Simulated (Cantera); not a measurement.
Charge: 1 mol SiHCl₃, 0.46 mol HCl, 45 mol H₂, held at 29000 Pa.

These are equilibrium values from Cantera (NASA tables, ideal gas, pure condensed phases), not measurements of a reactor. Candidate condensed phases: Si; 19 gas species. The tables' values for SiCl₃, SiCl are old estimates; treat these amounts as uncertain. Gases not in the tables: Si₂H₆ and higher silanes. Equilibrium is a limit: real reactors are often held back by kinetics, nucleation or transport.

x: gas mole fraction; n: condensed amount in mol.

```tsv
T (°C)	x H₂	x HCl	x SiCl₂	x SiCl₄	n Si(s)	n Si(l)
825	0.965	0.0184	0.000712	0.00813	(withheld)	0
900	0.958	0.0277	0.00182	0.00596	(withheld)	0
975	0.950	0.0374	0.00369	0.00357	(withheld)	0
1050	0.944	0.0450	0.00586	0.00166	0.485	0
1125	0.940	0.0493	0.00762	0.000622	0.512	0
1200	0.939	0.0511	0.00875	0.000213	0.518	0
1275	0.938	0.0516	0.00945	7.44e-5	0.513	0
1350	0.938	0.0516	0.00993	2.75e-5	0.505	0
1425	0.938	0.0516	0.0102	1.10e-5	(withheld)	0.500
```

What belongs in the gaps?


- 825, n Si(s): 0.240
- 900, n Si(s): 0.337
- 975, n Si(s): 0.425
- 1425, n Si(s): 0
